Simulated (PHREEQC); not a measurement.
Dissolve 15 mmol/kgw NH4Cl, 0.09 mmol/kgw NaOH and 31 mmol/kgw LiCl at 25 °C. Closed to the air; pH follows from the charge balance.

Computed with PHREEQC (ion-association model, phreeqc.dat).

| quantity | before | after |
|---|---|---|
| pH | 7.12 | 5.62 |
| NH3 (mol/kgw) | 8.99e-5 | 2.82e-6 |

Task: Which change was made?
A) temperature from 25 to 10 °C
B) LiCl from 0.031 to 0.31 mol/kgw
C) diluted 2-fold with water
D) NaOH left out

Result: D, NaOH left out

Precipitation was switched off in this run.
